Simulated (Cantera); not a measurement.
A closed system holds: 1 mol SiH₂Cl₂, 46 mol NH₃, 1.4 mol H₂, at 1073 K and 21.0 mbar.

Equilibrium computed with Cantera from the NASA thermochemical tables; the gas is ideal and each condensed phase is pure. Candidate condensed phases: NH₄Cl, Si, Si₃N₄; 28 gas species. The numbers say what is thermodynamically allowed, not how fast it happens.

Task: What is the equilibrium state?

Result: 
```json
{
  "x(H₂)": "0.743",
  "x(N₂)": "0.236",
  "x(HCl)": "0.0211",
  "x(NH₃)": "2.42e-6",
  "n(Si₃N₄(s))": "0.333 mol",
  "gas_amount": "94.73 mol",
  "log10 activity of Si(s) (absent)": "-4.77"
}
```
